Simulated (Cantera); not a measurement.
# NH3 + H2O (abatement and gas-phase synthesis)

Feed: 1 mol NH3, a varied amount of H2O, at 3400 K and 210 bar.

Equilibrium computed with Cantera from the NASA thermochemical tables; the gas is ideal and each condensed phase is pure. Candidate condensed phases: H2O; 24 gas species. The ideal-gas law is rough above about 30 bar. Kinetics and transport are ignored.

From 0.1 mol H2O to 2.2 mol H2O nothing is condensed.

```tsv
n(H2O) (mol)	x H2	x H2O	x N2	x H	x OH
0.1	0.691	0.0461	0.235	0.0268	0.000779
0.4	0.605	0.161	0.205	0.0251	0.00291
0.69	0.540	0.248	0.183	0.0237	0.00473
0.99	0.487	0.319	0.164	0.0225	0.00642
1.3	0.442	0.379	0.149	0.0214	0.00800
1.6	0.406	0.427	0.136	0.0206	0.00941
1.9	0.375	0.467	0.126	0.0198	0.0107
2.2	0.349	0.502	0.117	0.0191	0.0119
```
x: gas mole fraction; nothing condenses.
